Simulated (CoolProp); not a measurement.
Vapour-liquid equilibrium of isobutene (1) + n-octane (2) at 10.1 kPa; x and y are mole fractions of (1).

Model: multi-fluid Helmholtz-energy mixture model, Lemmon 2005 and Beckmüller 2019; pair parameters Bell 2016, in CoolProp.

```json
[
 {"x": "0.05", "bubble temperature (°C)": "8.7", "y at the bubble point": "0.933", "dew temperature at overall composition x (°C)": "57.9", "liquid density (mol/L)": "6.381"},
 {"x": "0.2", "bubble temperature (°C)": "-24.6", "y at the bubble point": "0.995", "dew temperature at overall composition x (°C)": "54.1", "liquid density (mol/L)": "7.142"},
 {"x": "0.35", "bubble temperature (°C)": "-35.6", "y at the bubble point": "0.999", "dew temperature at overall composition x (°C)": "49.6", "liquid density (mol/L)": "7.835"},
 {"x": "0.5", "bubble temperature (°C)": "-42.1", "y at the bubble point": "0.999", "dew temperature at overall composition x (°C)": "44.1", "liquid density (mol/L)": "8.595"},
 {"x": "0.65", "bubble temperature (°C)": "-46.8", "y at the bubble point": "1.000", "dew temperature at overall composition x (°C)": "37.0", "liquid density (mol/L)": "9.460"},
 {"x": "0.8", "bubble temperature (°C)": "-50.3", "y at the bubble point": "1.000", "dew temperature at overall composition x (°C)": "26.6", "liquid density (mol/L)": "10.46"},
 {"x": "0.95", "bubble temperature (°C)": "-53.2", "y at the bubble point": "1.000", "dew temperature at overall composition x (°C)": "4.4", "liquid density (mol/L)": "11.64"}
]
```

No azeotrope shows between x = 0.05 and 0.95.

The pair parameters rest on a limited set of measurements; away from them the model extrapolates.
